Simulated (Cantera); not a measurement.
Input (Python, Cantera) and output of one run.

```python
import numpy as np
import cantera as ct

gas_names = """
    H HO2 H2 H2O H2O2 Nb NbO NbO2 O OH O2 O3
""".split()
cond_names = """
    H2O(s) H2O(L) Nb(cr) Nb(L) NbO(s) NbO(L) NbO2(I) NbO2(II) NbO2(III) NbO2(L) Nb2O5(s) Nb2O5(L)
""".split()


# ... load() reads the species with a 1 bar reference pressure and builds the phases ...
atoms = {
    'Nb2O5': {'Nb': 2, 'O': 5},
    'H2': {'H': 2},
}
top_T = {}  # K; cautious upper limits of use, not melting points


# ... equilibrate(T, P, feed) seeds the gas with the atoms and calls Mixture.equilibrate('TP', solver="vcs", rtol=1e-11, max_steps=5000) ...
results = []
feed = {'Nb2O5': 1, 'H2': 24}  # mol
T = 1698.15  # K
P = 11000  # Pa
mix = equilibrate(T, P, feed)
results.append((T, P, feed, dict(zip(mix.species_names, mix.species_moles))))
x = sorted(zip(gas.X, gas.species_names), reverse=True)
print(f"T = {T:g} K  P = {P:g} Pa  gas = {mix.phase_moles(0):.4g} mol")
print("   x: " + "  ".join(f"{s} {v:.3e}" for v, s in x if v > 1e-06))
print("   condensed (mol): " + ("  ".join(f"{mix.phase(i).name} {mix.phase_moles(i):.4g}"
      for i in range(1, mix.n_phases) if mix.phase_moles(i) > 1e-12) or "none"))
```

It prints:

```
T = 1698.15 K  P = 11000 Pa  gas = 24.01 mol
   x: H2 9.579e-01  H2O 4.166e-02  H 4.273e-04
   condensed (mol): NbO2(III) 2
```

Cantera equilibrium calculation (NASA polynomials, part measured and part estimated; ideal gas, pure solids and liquids). Condensed phases not in the tables: the oxides between NbO2 and Nb2O5.
